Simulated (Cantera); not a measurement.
A closed system holds: 1 mol borazine, 7.5 mol H2O, 150 mol N2, at 465 Torr.

Cantera equilibrium calculation (NASA polynomials, part measured and part estimated; ideal gas, pure solids and liquids). Candidate condensed phases: B, BN, B2O3, B3O3H3, H2O; 39 gas species. The feed counts by its element totals alone. Equilibrium is a limit: real reactors are often held back by kinetics, nucleation or transport. All values below are at 1900 K.

Base state: N2 0.926, H2 0.0455, HBO2 0.0147, H2O 0.0111, B2O3 0.00171, HBO 0.000231, H 0.000215, BO 1.75e-5 (mole fractions); condensed: gas only.

Problem. What changes in the equilibrium state with this change: pressure from 465 Torr to 1.43 Torr?

Solution. 
```json
[
 {"species": "N2", "before": "0.926", "after": "0.925"},
 {"species": "H2", "before": "0.0455", "after": "0.0436"},
 {"species": "HBO2", "before": "0.0147", "after": "0.0144"},
 {"species": "H", "before": "0.000215", "after": "0.00380"},
 {"species": "H2O", "before": "0.0111", "after": "0.0112"},
 {"species": "NO", "before": "5.49e-7", "after": "1.04e-5"},
 {"species": "OH", "before": "4.32e-6", "after": "8.03e-5"},
 {"species": "BO2", "before": "6.89e-6", "after": "0.000125"},
 {"species": "BO", "before": "1.75e-5", "after": "0.000301"},
 {"species": "HBO", "before": "0.000231", "after": "0.000216"}
]
```
